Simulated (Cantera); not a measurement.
Feed: 1 mol Nb2O5, 92 mol H2, 8 mol H2O, equilibrated at 42.0 mbar.

These are equilibrium values from Cantera (NASA tables, ideal gas, pure condensed phases), not measurements of a reactor. Candidate condensed phases: H2O, Nb, NbO, NbO2, Nb2O5; 12 gas species. Condensed phases not in the tables: the oxides between NbO2 and Nb2O5. Equilibrium is a limit: real reactors are often held back by kinetics, nucleation or transport.

x: gas mole fraction; n: condensed amount in mol.

```json
[
 {"T (K)": "1148", "x H2": "0.920", "x H2O": "0.0800", "x H": "3.35e-7", "x NbO2": "<1e-12", "x OH": "1.74e-10", "x NbO": "<1e-12", "n Nb2O5(s)": "1.00", "n NbO2(s)": "0", "n NbO2(l)": "0"},
 {"T (K)": "1298", "x H2": "0.920", "x H2O": "0.0800", "x H": "…", "x NbO2": "<1e-12", "x OH": "…", "x NbO": "<1e-12", "n Nb2O5(s)": "1.00", "n NbO2(s)": "0", "n NbO2(l)": "0"},
 {"T (K)": "1448", "x H2": "0.920", "x H2O": "0.0800", "x H": "4.31e-5", "x NbO2": "2.72e-10", "x OH": "8.93e-8", "x NbO": "<1e-12", "n Nb2O5(s)": "1.00", "n NbO2(s)": "0", "n NbO2(l)": "0"},
 {"T (K)": "1598", "x H2": "0.910", "x H2O": "0.0900", "x H": "0.000248", "x NbO2": "2.30e-8", "x OH": "9.54e-7", "x NbO": "1.16e-11", "n Nb2O5(s)": "0", "n NbO2(s)": "2.00", "n NbO2(l)": "0"},
 {"T (K)": "1748", "x H2": "0.909", "x H2O": "0.0899", "x H": "0.00106", "x NbO2": "8.40e-7", "x OH": "6.14e-6", "x NbO": "1.09e-9", "n Nb2O5(s)": "0", "n NbO2(s)": "2.00", "n NbO2(l)": "0"},
 {"T (K)": "1898", "x H2": "0.907", "x H2O": "0.0898", "x H": "…", "x NbO2": "…", "x OH": "…", "x NbO": "…", "n Nb2O5(s)": "0", "n NbO2(s)": "2.00", "n NbO2(l)": "0"},
 {"T (K)": "2048", "x H2": "0.900", "x H2O": "0.0894", "x H": "0.0104", "x NbO2": "0.000218", "x OH": "0.000112", "x NbO": "1.22e-6", "n Nb2O5(s)": "0", "n NbO2(s)": "1.98", "n NbO2(l)": "0"},
 {"T (K)": "2198", "x H2": "0.884", "x H2O": "0.0883", "x H": "0.0255", "x NbO2": "0.00184", "x OH": "0.000355", "x NbO": "1.82e-5", "n Nb2O5(s)": "0", "n NbO2(s)": "0", "n NbO2(l)": "1.81"}
]
```

Q: Complete the blanks.

A: 
- 1298, x H: 5.02e-6
- 1298, x OH: 5.64e-9
- 1898, x H: 0.00363
- 1898, x NbO2: 1.70e-5
- 1898, x OH: 2.94e-5
- 1898, x NbO: 4.86e-8
